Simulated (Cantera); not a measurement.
A closed system holds: 1 mol C₃H₆, 0.037 mol O₂, 0.19 mol N₂, 0.067 mol H₂O, at 525 K and 0.0100 bar.

Cantera equilibrium calculation (NASA polynomials, part measured and part estimated; ideal gas, pure solids and liquids). Candidate condensed phases: C, C₆H₆, C₇H₈, C₈H₁₈, H₂O; 136 gas species. Equilibrium is a limit: real reactors are often held back by kinetics, nucleation or transport.

Base state: CH₄ 0.594, H₂ 0.245, N₂ 0.0929, H₂O 0.0676, CO₂ 0.000693, NH₃ 6.60e-5, CO 2.89e-5 (mole fractions); condensed: C(graphite).

What changes in the equilibrium state with this change: C₃H₆ replaced by CO?


```csv
species,before,after
CO₂,0.000693,0.678
N₂,0.0929,0.238
H₂O,0.0676,0.0740
CH₄,0.594,0.000728
H₂,0.245,0.00857
NH₃,6.60e-5,6.92e-7
CO,2.89e-5,0.000903
"C(graphite), mol",1.78,0.458
```

What changes in the equilibrium state with this change: H₂O from 0.067 to 0.44 mol?


```
species             before    after
----------------  --------  -------
CH₄                  0.594    0.495
H₂                   0.245    0.224
H₂O                 0.0676    0.197
N₂                  0.0929   0.0778
CO₂               0.000693  0.00704
CO                 2.89e-5  9.20e-5
NH₃                6.60e-5  5.27e-5
C(graphite), mol      1.78     1.78
```

What changes in the equilibrium state with this change: pressure from 0.0100 bar to 1.00 bar?


| species | before | after |
|---|---|---|
| CH₄ | 0.594 | 0.790 |
| N₂ | 0.0929 | 0.104 |
| H₂O | 0.0676 | 0.0762 |
| H₂ | 0.245 | 0.0283 |
| CO | 2.89e-5 | 2.82e-6 |
| NH₃ | 6.60e-5 | 0.000274 |
| CO₂ | 0.000693 | 0.000662 |
| C(graphite), mol | 1.78 | 1.56 |
